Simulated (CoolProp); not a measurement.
Vapour-liquid equilibrium of carbon dioxide (1) + propane (2) at -8.75 °C; x and y are mole fractions of (1).

Model: multi-fluid Helmholtz-energy mixture model, Span 1996 and Lemmon 2009; pair parameters Kunz 2012, in CoolProp.

| x | bubble pressure (kPa) | y at the bubble point | dew pressure at overall composition x (kPa) | liquid density (mol/L) |
|---|---|---|---|---|
| 0.05 | ___ | 0.357 | 378.9 | 12.48 |
| 0.15 | 959.4 | 0.635 | 423.7 | 12.98 |
| 0.25 | 1324 | 0.744 | 479.9 | 13.50 |
| 0.35 | 1626 | 0.800 | ___ | ___ |
| 0.45 | ___ | 0.834 | 649.9 | 14.71 |
| 0.55 | 2048 | 0.858 | 787.7 | 15.44 |
| 0.65 | ___ | 0.879 | ___ | 16.33 |
| 0.75 | ___ | 0.902 | 1350 | 17.44 |
| 0.85 | 2508 | 0.931 | 1985 | 18.92 |
| 0.95 | ___ | 0.972 | 2588 | 20.92 |

Fill in the missing entries.


- 0.05, bubble pressure (kPa): 558.7
- 0.35, dew pressure at overall composition x (kPa): 552.5
- 0.35, liquid density (mol/L): 14.07
- 0.45, bubble pressure (kPa): 1862
- 0.65, bubble pressure (kPa): 2206
- 0.65, dew pressure at overall composition x (kPa): 997.3
- 0.75, bubble pressure (kPa): 2355
- 0.95, bubble pressure (kPa): 2666

No azeotrope shows between x = 0.05 and 0.95.

The pair parameters rest on a limited set of measurements; away from them the model extrapolates.
